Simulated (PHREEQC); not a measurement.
Dissolve 0.12 mol/kgw CuCl2, 0.04 mol/kgw HBF4 and 0.09 mol/kgw Na2SO4 at 25 °C. Closed to the air; pH follows from the charge balance.

Model: ion-association model, wateq4f.dat, run in PHREEQC.

This is a speciation only: nothing precipitates in the calculation.

Task: Order these Cl species by the share of Cl that they hold, largest first: CuCl+, CuCl2, Cl-.

Result: Cl- (95 %), CuCl+ (5.0 %), CuCl2 (0.46 %)

The pH is 1.79 and the ionic strength 0.481 mol/kgw. Species that the database lacks are ignored. Real BF4- forms and hydrolyses slowly; the run takes it at equilibrium.
